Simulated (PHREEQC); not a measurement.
## Brine with leach liquor: an equilibrium model

Solution A (0.038 mol NaCl, 0.022 mol MnCl2 and 0.078 mol LiCl per kg of water) is mixed with solution B (2.9 mmol/kgw HCl, 55 mmol/kgw NiSO4 and 14 mmol/kgw MnSO4) at 25 °C; shares are by mass of water, 1 kg in all. The system is closed to oxygen. The system is closed to CO2. Solids allowed: Pyrochroite, Ni(OH)2, Ni4(OH)6SO4, Halite, Mirabilite, Morenosite. Others were left out.

Equilibrium calculation in PHREEQC: ion-association model, wateq4f.dat.

Q: Predict pH at share of solution B = 0.2, 0.4, 0.7, 0.8.

A: 
```json
[
 {"share of solution B": "0.2", "pH": "3.44"},
 {"share of solution B": "0.4", "pH": "3.22"},
 {"share of solution B": "0.7", "pH": "3.07"},
 {"share of solution B": "0.8", "pH": "3.04"}
]
```
